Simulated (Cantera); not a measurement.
A Cantera script and what it prints.

```python
import numpy as np
import cantera as ct

gas_names = """
    Fe H H2 H2S N NH NH2 NH3 N2 N2H2 N2H4 S SH SN S2 S8
""".split()
cond_names = """
    Fe(a) Fe(c) Fe(d) Fe(L) FeS(a) FeS(b) FeS(c) FeS(L) FeS2(s) S(cr1) S(cr2) S(L)
""".split()


# ... load() reads the species with a 1 bar reference pressure and builds the phases ...
atoms = {
    'FeS2': {'Fe': 1, 'S': 2},
    'H2': {'H': 2},
    'N2': {'N': 2},
}
top_T = {'FeS2(s)': 1010}  # K; cautious upper limits of use, not melting points


# ... equilibrate(T, P, feed) seeds the gas with the atoms and calls Mixture.equilibrate('TP', solver="vcs", rtol=1e-11, max_steps=5000) ...
results = []
feed = {'FeS2': 1, 'H2': 10, 'N2': 4.7}  # mol
P = 1333.22  # Pa
for T in [750, 825, 900, 975, 1050, 1125, 1200, 1275, 1350, 1425, 1500, 1575]:
    mix = equilibrate(T, P, feed)
    results.append((T, P, feed, dict(zip(mix.species_names, mix.species_moles))))

top = {s: max(r[3][s] / sum(r[3][g] for g in gas_names) for r in results) for s in gas_names}
cols = sorted((s for s in top if top[s] > 0.001), key=lambda s: -top[s])[:5]
seen = [c for c in cond_names if any(r[3].get(c, 0) > 1e-12 for r in results)]
print("log10 of partial pressures in bar; condensed amounts in mol")
print(f"{'T/K':>10s}" + "".join(f"{s[:9]:>10s}" for s in cols + seen))
for T, P, feed, n in results:
    ng = sum(n[g] for g in gas_names)
    print(f"{T:10.4g}" + "".join(f"{np.log10(max(n[s] / ng * P / 1e5, 1e-99)):10.3f}" for s in cols)
          + "".join(f"{n.get(c, 0):10.4g}" for c in seen))
```

Result:

```
log10 of partial pressures in bar; condensed amounts in mol
       T/K        H2        N2       H2S        S2        SH    FeS(c)    FeS(L)
       750    -2.088    -2.370    -3.042    -9.285   -10.075         1         0
       825    -2.088    -2.370    -3.042    -8.159    -9.037         1         0
       900    -2.088    -2.370    -3.042    -7.216    -8.172         1         0
       975    -2.088    -2.370    -3.043    -6.416    -7.438         1         0
      1050    -2.088    -2.370    -3.044    -5.731    -6.810         1         0
      1125    -2.088    -2.371    -3.050    -5.145    -6.270         1         0
      1200    -2.087    -2.371    -3.066    -4.655    -5.808         1         0
      1275    -2.084    -2.372    -3.102    -4.268    -5.423         1         0
      1350    -2.081    -2.374    -3.164    -3.988    -5.112         1         0
      1425    -2.076    -2.376    -3.249    -3.798    -4.864         1         0
      1500    -2.073    -2.378    -3.350    -3.675    -4.664         0         1
      1575    -2.070    -2.379    -3.458    -3.596    -4.500         0    0.9997
```

Method: chemical equilibrium by Gibbs-energy minimisation in Cantera with the NASA 1993 tables (ideal gas, pure condensed phases). FeS: taken at fixed stoichiometry. Gases not in the tables: S3 to S7.
